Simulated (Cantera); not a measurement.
Input: 1 mol HgO, a varied amount of H₂, at 1098 K and 510000 Pa.

Cantera equilibrium calculation (NASA polynomials, part measured and part estimated; ideal gas, pure solids and liquids). Candidate condensed phases: H₂O, Hg, HgO; 10 gas species. Kinetics and transport are ignored.

x: gas mole fraction; nothing condenses.

| n(H₂) (mol) | x Hg | x H₂ | x H₂O | x O₂ | x OH |
|---|---|---|---|---|---|
| 0.071 | 0.651 | 4.67e-11 | 0.0462 | 0.303 | 3.26e-7 |
| 0.11 | 0.643 | 7.34e-11 | 0.0707 | 0.286 | 3.98e-7 |
| 0.16 | 0.633 | ___ | ___ | 0.266 | ___ |
| 0.24 | 0.617 | 1.70e-10 | 0.148 | 0.235 | 5.48e-7 |
| 0.36 | 0.595 | ___ | ___ | ___ | ___ |
| 0.54 | 0.565 | 4.70e-10 | 0.305 | 0.130 | 6.79e-7 |
| 0.82 | 0.524 | 1.10e-9 | 0.429 | 0.0471 | 6.25e-7 |
| 1.2 | 0.455 | 0.0909 | 0.455 | <1e-12 | 7.27e-11 |
| 1.9 | 0.345 | 0.310 | 0.345 | <1e-12 | 2.98e-11 |
| 2.8 | 0.263 | 0.474 | 0.263 | <1e-12 | 1.84e-11 |

Q: Complete the blanks.

A: 
- 0.36, x H₂: 2.73e-10
- 0.36, x H₂O: 0.214
- 0.36, x O₂: 0.190
- 0.36, x OH: 6.26e-7
- 0.16, x H₂: 1.09e-10
- 0.16, x H₂O: 0.101
- 0.16, x OH: 4.68e-7
